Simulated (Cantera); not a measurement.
Feed: 1 mol Si, 4.9 mol HCl, 18 mol H2, held at 623.15 K and 1 atm.

Equilibrium computed with Cantera from the NASA thermochemical tables; the gas is ideal and each condensed phase is pure. Candidate condensed phases: Si; 19 gas species. Rates play no part.

Base state: H2 0.913, SiCl4 0.0456, HCl 0.0411, SiHCl3 4.70e-5 (mole fractions); condensed: gas only.

Task: What changes in the equilibrium state with this change: HCl from 4.9 to 0.66 mol?

Result: 
| species | before | after |
|---|---|---|
| H2 | 0.913 | 0.989 |
| SiHCl3 | 4.70e-5 | 0.00618 |
| SiCl4 | 0.0456 | 0.00404 |
| HCl | 0.0411 | 3.00e-5 |
| SiH2Cl2 | 2.61e-9 | 0.000509 |
| Si(s), mol | 0 | 0.802 |

Task: What changes in the equilibrium state with this change: HCl from 4.9 to 3.2 mol?

Result: 
| species | before | after |
|---|---|---|
| H2 | 0.913 | 0.954 |
| SiCl4 | 0.0456 | 0.0224 |
| SiHCl3 | 4.70e-5 | 0.0220 |
| HCl | 0.0411 | 4.52e-5 |
| SiH2Cl2 | 2.61e-9 | 0.00116 |
| SiH3Cl | <1e-9 | 1.22e-5 |
| Si(s), mol | 0 | 0.0770 |
